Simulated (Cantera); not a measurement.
# Fluorocarbon and chlorocarbon gases: CF4 + H2

Feed: 1 mol CF4, 2 mol H2, equilibrated at 13.0 mbar.

Method: chemical equilibrium by Gibbs-energy minimisation in Cantera with the NASA 1993 tables (ideal gas, pure condensed phases). Candidate condensed phases: C, C6H6, C7H8, C8H18; 110 gas species. Ions and electrons are included (thermal ionisation). The numbers say what is thermodynamically allowed, not how fast it happens.

At 3000 K the condensed part is C(graphite). From 3250 K to 5000 K nothing is condensed. The main C-bearing gas is C3 at 3000 K and C at 5000 K.

```json
[
 {"T (K)": "3000", "log p HF": "-2.00", "log p H": "-2.91", "log p F": "-2.91", "log p C": "-4.30", "log p C3": "-3.51", "log p CF": "-3.85", "log p C2": "-4.50", "n C(graphite)": "0.550"},
 {"T (K)": "3250", "log p HF": "-2.17", "log p H": "-2.59", "log p F": "-2.60", "log p C": "-3.62", "log p C3": "-3.28", "log p CF": "-3.61", "log p C2": "-3.97", "n C(graphite)": "0"},
 {"T (K)": "3500", "log p HF": "-2.45", "log p H": "-2.38", "log p F": "-2.40", "log p C": "-3.21", "log p C3": "-3.58", "log p CF": "-3.64", "log p C2": "-3.85", "n C(graphite)": "0"},
 {"T (K)": "3750", "log p HF": "-2.85", "log p H": "-2.29", "log p F": "-2.30", "log p C": "-2.97", "log p C3": "-4.18", "log p CF": "-3.85", "log p C2": "-3.97", "n C(graphite)": "0"},
 {"T (K)": "4000", "log p HF": "-3.31", "log p H": "-2.26", "log p F": "-2.26", "log p C": "-2.88", "log p C3": "-5.08", "log p CF": "-4.21", "log p C2": "-4.32", "n C(graphite)": "0"},
 {"T (K)": "4250", "log p HF": "-3.74", "log p H": "-2.25", "log p F": "-2.25", "log p C": "-2.85", "log p C3": "-6.04", "log p CF": "-4.60", "log p C2": "-4.75", "n C(graphite)": "0"},
 {"T (K)": "4500", "log p HF": "-4.14", "log p H": "-2.24", "log p F": "-2.24", "log p C": "-2.84", "log p C3": "-6.94", "log p CF": "-4.97", "log p C2": "-5.15", "n C(graphite)": "0"},
 {"T (K)": "4750", "log p HF": "-4.51", "log p H": "-2.24", "log p F": "-2.24", "log p C": "-2.84", "log p C3": "-7.75", "log p CF": "-5.32", "log p C2": "-5.52", "n C(graphite)": "0"},
 {"T (K)": "5000", "log p HF": "-4.84", "log p H": "-2.24", "log p F": "-2.24", "log p C": "-2.84", "log p C3": "-8.49", "log p CF": "-5.62", "log p C2": "-5.86", "n C(graphite)": "0"}
]
```
log p: log10 of the partial pressure in bar; n: condensed amount in mol.
